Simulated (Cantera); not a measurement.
An adiabatic, constant-pressure homogeneous reactor starts with 30.5 % CO, 2.93 % H₂, 10.5 % O₂, 39.3 % N₂, 16.8 % H₂O, equivalence ratio 1.6, at 1550 K and 1.00 atm.

Detailed kinetics in Cantera: GRI-Mech 3.0 (53 species, 325 reactions).

Q: Predict: time of steepest temperature rise; temperature at 6.00 s; equilibrium temperature; x(CO) at 6.00 s; x(H₂) at 6.00 s; x(O₂) at 6.00 s; x(N₂O) at 6.00 s; x(NO) at 6.00 s; x(H₂O) at 6.00 s; x(OH) at 6.00 s.

A: 
| Item | Value |
|---|---|
| time of steepest temperature rise | 34.7 µs |
| temperature at 6.00 s | 2659 K |
| equilibrium temperature | 2659 K |
| x(CO) at 6.00 s | 0.147 (gas-phase equilibrium 0.147) |
| x(H₂) at 6.00 s | 0.0218 (gas-phase equilibrium 0.0218) |
| x(O₂) at 6.00 s | 0.0105 (gas-phase equilibrium 0.0105) |
| x(N₂O) at 6.00 s | 2.03e-7 (gas-phase equilibrium 2.03e-7) |
| x(NO) at 6.00 s | 0.00492 (gas-phase equilibrium 0.00492) |
| x(H₂O) at 6.00 s | 0.181 (gas-phase equilibrium 0.181) |
| x(OH) at 6.00 s | 0.0147 (gas-phase equilibrium 0.0147) |
